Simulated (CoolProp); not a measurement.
Nitrogen at 298.15 K and 0.572 MPa flows at 3.7 m/s in a round tube of 4.6 mm bore and 15 µm roughness, fully developed (64/Re and Nu = 3.66 if laminar; Colebrook and Gnielinski if turbulent). Each further row changes one setting.

The numbers come from the reference Helmholtz-energy equation of state, Span 2000 in CoolProp.

| case | Reynolds number | Darcy friction factor | pressure drop (Pa/m) | heat-transfer coefficient (W/(m² K)) | mass flow (kg/h) |
|---|---|---|---|---|---|
| as stated | … | 0.0390 | 376 | … | 1.43 |
| velocity 7.4 m/s | 12300 | 0.0342 | 1320 | … | … |
| diameter 9.2 mm | 12300 | … | 153 | … | … |

Problem. What belongs in the gaps?

Solution. 
- as stated, Reynolds number: 6160
- as stated, heat-transfer coefficient (W/(m² K)): 124
- velocity 7.4 m/s, heat-transfer coefficient (W/(m² K)): 236
- velocity 7.4 m/s, mass flow (kg/h): 2.86
- diameter 9.2 mm, Darcy friction factor: 0.0319
- diameter 9.2 mm, heat-transfer coefficient (W/(m² K)): 109
- diameter 9.2 mm, mass flow (kg/h): 5.73

Viscosity comes from a separate model (Lemmon 2004). Thermal conductivity comes from a separate model (Lemmon 2004).
